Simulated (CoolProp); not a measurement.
Properties of R125 along the isotherm 128.85 °C.

Model: reference Helmholtz-energy equation of state, Lemmon 2005, in CoolProp.

| p (MPa) | phase | density (kg/m³) | cv (kJ/(kg K)) | speed of sound (m/s) | Joule-Thomson coefficient (K/MPa) | fugacity coefficient |
|---|---|---|---|---|---|---|
| 0.0286 | gas | 1.029 | 0.8681 | 173.2 | 5.581 | 0.9985 |
| 0.0462 | gas | 1.663 | 0.8683 | 173.1 | 5.586 | 0.9976 |
| 0.0747 | gas | 2.693 | 0.8686 | 172.9 | 5.594 | 0.9961 |
| 0.121 | gas | 4.372 | 0.8691 | 172.5 | 5.607 | 0.9937 |
| 0.195 | gas | 7.074 | 0.8699 | 172.0 | 5.627 | 0.9899 |
| 0.315 | gas | 11.50 | 0.8712 | 171.1 | 5.660 | 0.9837 |
| 0.509 | gas | 18.78 | 0.8733 | 169.7 | 5.713 | 0.9738 |
| 0.822 | gas | 30.85 | 0.8768 | 167.3 | 5.797 | 0.9579 |
| 1.33 | gas | 51.39 | 0.8828 | 163.6 | 5.932 | 0.9325 |
| 2.15 | gas | 87.35 | 0.8930 | 157.4 | 6.141 | 0.8924 |
| 3.47 | gas | 154.3 | 0.9105 | 147.7 | 6.432 | 0.8302 |
| 5.6 | supercritical | 295.5 | 0.9381 | 135.2 | 6.394 | 0.7362 |
| 9.05 | supercritical | 586.7 | 0.9545 | 151.0 | 3.679 | 0.6099 |
